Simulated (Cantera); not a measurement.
Feed: 1 mol Al2O3, 3.8 mol H2O, at 2423 K and 0.100 bar.

These are equilibrium values from Cantera (NASA tables, ideal gas, pure condensed phases), not measurements of a reactor. Candidate condensed phases: Al, Al2O3, H2O; 19 gas species. Gases not in the tables: Al(OH)3. Equilibrium is a limit: real reactors are often held back by kinetics, nucleation or transport.

Base state: H2O 0.852, H2 0.0674, OH 0.0348, O2 0.0261, H 0.0146, O 0.00501, AlO2H 0.000109 (mole fractions); condensed: Al2O3(l).

Problem. What changes in the equilibrium state with this change: pressure from 0.100 bar to 2.30 mbar?

Solution. 
| species | before | after |
|---|---|---|
| H2O | 0.852 | 0.488 |
| H2 | 0.0674 | 0.158 |
| H | 0.0146 | 0.147 |
| O | 0.00501 | 0.0532 |
| O2 | 0.0261 | 0.0678 |
| OH | 0.0348 | 0.0858 |
| AlO2H | 0.000109 | 0.000542 |
| AlO | 1.19e-6 | 0.000105 |
| AlOH | 2.22e-6 | 4.54e-5 |
| Al2O3(l), mol | 1.000 | 0.998 |
The tables' values for AlOH are old estimates; treat these amounts as uncertain.

Problem. What changes in the equilibrium state with this change: temperature from 2423 K to 2298 K?

Solution. 
```tsv
species	before	after
H2O	0.852	0.909
H2	0.0674	0.0445
OH	0.0348	0.0210
H	0.0146	0.00639
O2	0.0261	0.0176
AlO2H	0.000109	3.52e-5
O	0.00501	0.00206
Al2O3(l), mol	1.000	0
Al2O3(s), mol	0	1.000
```

Problem. What changes in the equilibrium state with this change: temperature from 2423 K to 2525 K?

Solution. 
```
species          before     after
-------------  --------  --------
H2O               0.852     0.789
H2               0.0674    0.0901
OH               0.0348    0.0497
H                0.0146    0.0266
O2               0.0261    0.0345
AlO2H          0.000109  0.000239
O               0.00501   0.00961
Al2O3(l), mol     1.000     0.999
```
